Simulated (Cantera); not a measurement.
A perfectly stirred reactor is fed with CH4 : H2 : H : H2O = 0.021 : 1 : 0.12 : 0.058 (molar parts), at 100.0 Torr; it is held at 2075 K, and followed from long to short residence time.

Detailed kinetics in Cantera: GRI-Mech 3.0 (53 species, 325 reactions).

One state of this run: x CH4 = 0.000653; x H2 = 0.942; x H = 0.00813; x CH3 = 0.000110; x C2H = 1.10e-7; x C2H4 = 4.91e-7; x C2H6 = 6.77e-9. x: mole fraction; the columns are a selection and need not sum to one.

Q: Which value of τ (s) does it belong to?
A) 0.57
B) 0.053
C) 0.0050
D) 0.00046

A: A, 0.57
